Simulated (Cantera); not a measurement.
# Iron carbonyl, mercury and lead vapours: Fe(CO)5 + H2 + N2

Charge: 1 mol Fe(CO)5, 3.1 mol H2, 51 mol N2, at 75.0 Torr.

Equilibrium computed with Cantera from the NASA thermochemical tables; the gas is ideal and each condensed phase is pure. Candidate condensed phases: C, C6H6, C7H8, C8H18, Fe, Fe(CO)5, FeO, Fe(OH)2, Fe(OH)3, Fe2O3, Fe3O4, H2O; 140 gas species. Condensed phases not in the tables: cementite and carbon dissolved in iron. The numbers say what is thermodynamically allowed, not how fast it happens.

```
T (K)   x N2    x CO    x H2     x CO2  n C(graphite)  n Fe(α)  n Fe(γ)
-----  -----  ------  ------  --------  -------------  -------  -------
1023   0.863  0.0840  0.0523  0.000252         0.0207     1.00        0
1048   0.863  0.0842  0.0524  0.000157         0.0131     1.00        0
1073   0.863  0.0844  0.0524  0.000100        0.00838     1.00        0
1098   0.863  0.0844  0.0524   6.51e-5        0.00538     1.00        0
1123   0.863  0.0845  0.0524   4.31e-5        0.00342     1.00        0
1148   0.863  0.0845  0.0524   2.91e-5        0.00208     1.00        0
1173   0.863  0.0846  0.0524   1.99e-5        0.00110     1.00        0
1198   0.863  0.0846  0.0524   1.39e-5              0        0     1.00
1223   0.863  0.0846  0.0524   1.12e-5              0        0     1.00
1248   0.863  0.0846  0.0524   1.03e-5              0        0     1.00
1273   0.863  0.0846  0.0524   9.66e-6              0        0     1.00
1298   0.863  0.0846  0.0524   9.11e-6              0        0    1.000
1323   0.863  0.0846  0.0524   8.65e-6              0        0    1.000
```
x: gas mole fraction; n: condensed amount in mol.

From 1023 K to 1173 K the condensed part is C(graphite) + Fe(α). From 1198 K to 1323 K the condensed part is Fe(γ).
